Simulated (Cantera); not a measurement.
Feed: 1 mol Fe2O3, 0.59 mol CH4, 0.14 mol H2, held at 825 Torr.

These are equilibrium values from Cantera (NASA tables, ideal gas, pure condensed phases), not measurements of a reactor. Candidate condensed phases: C, C6H6, C7H8, C8H18, Fe, Fe(CO)5, FeO, Fe(OH)2, Fe(OH)3, Fe2O3, Fe3O4, H2O; 114 gas species. Each liquid is taken as pure. Mutual solubility and eutectic melting of coexisting phases are not modelled. The tables' stoichiometric FeO is somewhat more stable than real wüstite, so its field is too wide. FeO: taken at fixed stoichiometry. Kinetics and transport are ignored.

log p: log10 of the partial pressure in bar; n: condensed amount in mol.

| T (°C) | log p H2 | log p CO | log p H2O | log p CO2 | log p H | log p Fe | n Fe(γ) | n FeO(s) | n Fe(δ) | n FeO(l) | n Fe(l) |
|---|---|---|---|---|---|---|---|---|---|---|---|
| 1202 | -0.27 | -0.53 | -0.66 | -1.32 | -5.02 | -7.06 | 0.0558 | 1.94 | 0 | 0 | 0 |
| 1277 | -0.28 | -0.53 | -0.63 | -1.34 | -4.64 | -6.38 | 0.0725 | 1.93 | 0 | 0 | 0 |
| 1352 | -0.29 | -0.53 | -0.62 | -1.35 | -4.29 | -5.76 | 0.0873 | 1.91 | 0 | 0 | 0 |
| 1427 | -0.29 | -0.52 | -0.61 | -1.39 | ? | ? | 0 | 0 | ? | 1.92 | 0 |
| 1502 | -0.28 | -0.52 | -0.62 | -1.43 | -3.68 | -4.69 | 0 | 0 | 0.0698 | 1.93 | 0 |
| 1577 | -0.28 | -0.52 | -0.62 | -1.46 | -3.41 | -4.23 | 0 | 0 | 0 | 1.94 | 0.0648 |
| 1652 | -0.29 | -0.51 | -0.62 | -1.48 | -3.16 | -3.82 | 0 | 0 | 0 | 1.93 | 0.0655 |
| 1727 | -0.29 | -0.51 | -0.62 | -1.50 | -2.93 | -3.44 | 0 | 0 | 0 | 1.93 | 0.0657 |
| 1802 | -0.29 | -0.51 | -0.61 | -1.52 | -2.72 | -3.09 | 0 | 0 | 0 | 1.93 | 0.0654 |
| 1877 | -0.29 | -0.51 | -0.61 | -1.54 | ? | ? | 0 | 0 | 0 | 1.93 | 0.0641 |
| 1952 | -0.29 | -0.51 | -0.61 | -1.56 | -2.34 | -2.46 | 0 | 0 | 0 | 1.93 | 0.0611 |
| 2027 | -0.30 | -0.51 | -0.61 | -1.57 | -2.16 | -2.18 | 0 | 0 | 0 | 1.93 | 0.0555 |

Q: Some entries are withheld; supply them.

A: 
- 1877, log p H: -2.52
- 1877, log p Fe: -2.76
- 1427, log p H: -3.97
- 1427, log p Fe: -5.20
- 1427, n Fe(δ): 0.0826
